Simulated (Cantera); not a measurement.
A Cantera script and its output.

```python
import numpy as np
import cantera as ct

gas = ct.Solution("gri30.yaml")
gas.TPX = 1375, 3200, {'N2O': 1}
inlet = ct.Reservoir(gas, clone=True)

reactor = ct.IdealGasConstPressureReactor(gas, energy="off", clone=False)
exhaust = ct.Reservoir(gas, clone=True)
tau = [2.8, 1.3, 0.59, 0.27, 0.12, 0.056, 0.025, 0.012, 0.0053, 0.0024][0]
for a, b in ((inlet, reactor), (reactor, exhaust)):
    ct.MassFlowController(a, b, mdot=lambda t: reactor.mass / tau)
net = ct.ReactorNet([reactor])
show = ['N2O', 'O2', 'O', 'NO', 'N2']

rows = []
print(f"{'tau/s':>10s}{'T/K':>9s}" + "".join(f"{s:>11s}" for s in show))
for tau in [2.8, 1.3, 0.59, 0.27, 0.12, 0.056, 0.025, 0.012, 0.0053, 0.0024]:
    net.initial_time = 0.0
    net.advance(30 * tau)
    before = gas.X
    net.advance(40 * tau)
    drift = np.max(np.abs(gas.X - before) / (gas.X + 1e-9))
    rows.append([gas.T, *gas[show].X, drift])
    print(f"{tau:10.3e}{gas.T:9.1f}" + "".join(f"{x:11.3e}" for x in gas[show].X))
```

It prints:

```
     tau/s      T/K        N2O         O2          O         NO         N2
 2.800e+00   1375.0  4.036e-01  1.623e-01  1.902e-05  7.294e-02  3.611e-01
 1.300e+00   1375.0  5.923e-01  1.109e-01  1.913e-05  5.002e-02  2.468e-01
 5.900e-01   1375.0  7.617e-01  6.477e-02  1.919e-05  2.928e-02  1.442e-01
 2.700e-01   1375.0  8.747e-01  3.405e-02  1.921e-05  1.540e-02  7.582e-02
 1.200e-01   1375.0  9.401e-01  1.626e-02  1.922e-05  7.360e-03  3.622e-02
 5.600e-02   1375.0  9.711e-01  7.831e-03  1.920e-05  3.545e-03  1.745e-02
 2.500e-02   1375.0  9.869e-01  3.544e-03  1.916e-05  1.605e-03  7.911e-03
 1.200e-02   1375.0  9.937e-01  1.705e-03  1.907e-05  7.721e-04  3.815e-03
 5.300e-03   1375.0  9.972e-01  7.472e-04  1.885e-05  3.384e-04  1.683e-03
 2.400e-03   1375.0  9.987e-01  3.309e-04  1.841e-05  1.498e-04  7.550e-04
```

Computed with Cantera and GRI-Mech 3.0 (53 species, 325 reactions). GRI-Mech 3.0 was tuned for natural gas; its chemistry of N2O as a main component is partial and can be far from experiment. Radical loss at walls, strong at low pressure, is not modelled. The mechanism lacks the step 2 NO + O2 → 2 NO2, which can matter for NO2 below about 1400 K. The temperature is held fixed by assumption; the heat of reaction is taken as removed at once.
